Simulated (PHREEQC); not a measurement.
Make-up at 25 °C: 0.0056 mol NiCl2, 0.00024 mol H3BO3 and 0.13 mol H2SO4 per kg of water. Closed to the air; pH follows from the charge balance.

Model: ion-association model, wateq4f.dat, run in PHREEQC.

Precipitation was switched off in this run.

Estimate the pH.

pH 0.91.

In which forms is Ni present?

Ni+2 72 %, NiSO4 28 %, NiCl+ 0.6 % of the Ni.

Species that the database lacks are ignored.
